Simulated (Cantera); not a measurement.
**Equilibrium for metals in furnace atmospheres: Fe + O2 + CO + NH3**

Input: 1 mol Fe, 0.0032 mol O2, 8.2 mol CO, 2.4 mol NH3, held at 22.0 bar.

Method: chemical equilibrium by Gibbs-energy minimisation in Cantera with the NASA 1993 tables (ideal gas, pure condensed phases). Candidate condensed phases: C, C6H6, C7H8, C8H18, Fe, Fe(CO)5, FeO, Fe(OH)2, Fe(OH)3, Fe2O3, Fe3O4, H2O; 140 gas species. Iron dissolves carbon and melts from about 1420 K in contact with it, which pure phases cannot show. Mutual solubility and eutectic melting of coexisting phases are not modelled. The tables' stoichiometric FeO is somewhat more stable than real wüstite, so its field is too wide. FeO: taken at fixed stoichiometry. Condensed phases not in the tables: cementite and carbon dissolved in iron. The numbers say what is thermodynamically allowed, not how fast it happens.

```json
[
 {"T (°C)": "725", "log p CO": "0.51", "log p CO2": "0.80", "log p H2": "0.53", "log p H2O": "0.66", "log p N2": "0.53", "log p CH4": "0.05", "n C(graphite)": "4.42", "n FeO(s)": "1.00", "n Fe(γ)": "0"},
 {"T (°C)": "775", "log p CO": "0.69", "log p CO2": "0.72", "log p H2": "0.60", "log p H2O": "0.56", "log p N2": "0.50", "log p CH4": "-0.03", "n C(graphite)": "4.01", "n FeO(s)": "1.00", "n Fe(γ)": "0"},
 {"T (°C)": "825", "log p CO": "0.83", "log p CO2": "0.62", "log p H2": "0.66", "log p H2O": "0.45", "log p N2": "0.47", "log p CH4": "-0.12", "n C(graphite)": "3.50", "n FeO(s)": "1.00", "n Fe(γ)": "0"},
 {"T (°C)": "875", "log p CO": "0.93", "log p CO2": "0.47", "log p H2": "0.70", "log p H2O": "0.32", "log p N2": "0.44", "log p CH4": "-0.22", "n C(graphite)": "2.93", "n FeO(s)": "1.00", "n Fe(γ)": "0"},
 {"T (°C)": "925", "log p CO": "1.02", "log p CO2": "0.32", "log p H2": "0.71", "log p H2O": "0.15", "log p N2": "0.39", "log p CH4": "-0.37", "n C(graphite)": "1.95", "n FeO(s)": "0.459", "n Fe(γ)": "0.541"},
 {"T (°C)": "975", "log p CO": "1.07", "log p CO2": "0.14", "log p H2": "0.72", "log p H2O": "-0.02", "log p N2": "0.36", "log p CH4": "-0.51", "n C(graphite)": "1.06", "n FeO(s)": "0", "n Fe(γ)": "1.00"},
 {"T (°C)": "1025", "log p CO": "1.10", "log p CO2": "-0.07", "log p H2": "0.74", "log p H2O": "-0.19", "log p N2": "0.34", "log p CH4": "-0.63", "n C(graphite)": "0.678", "n FeO(s)": "0", "n Fe(γ)": "1.00"},
 {"T (°C)": "1075", "log p CO": "1.12", "log p CO2": "-0.29", "log p H2": "0.75", "log p H2O": "-0.37", "log p N2": "0.33", "log p CH4": "-0.74", "n C(graphite)": "0.421", "n FeO(s)": "0", "n Fe(γ)": "1.00"},
 {"T (°C)": "1125", "log p CO": "1.13", "log p CO2": "-0.50", "log p H2": "0.76", "log p H2O": "-0.54", "log p N2": "0.32", "log p CH4": "-0.85", "n C(graphite)": "0.258", "n FeO(s)": "0", "n Fe(γ)": "1.00"},
 {"T (°C)": "1175", "log p CO": "1.13", "log p CO2": "-0.70", "log p H2": "0.76", "log p H2O": "-0.70", "log p N2": "0.32", "log p CH4": "-0.95", "n C(graphite)": "0.157", "n FeO(s)": "0", "n Fe(γ)": "1.00"}
]
```
log p: log10 of the partial pressure in bar; n: condensed amount in mol.

From 725 °C to 875 °C the condensed part is C(graphite) + FeO(s). At 925 °C the condensed part is C(graphite) + Fe(γ) + FeO(s). From 975 °C to 1175 °C the condensed part is C(graphite) + Fe(γ).
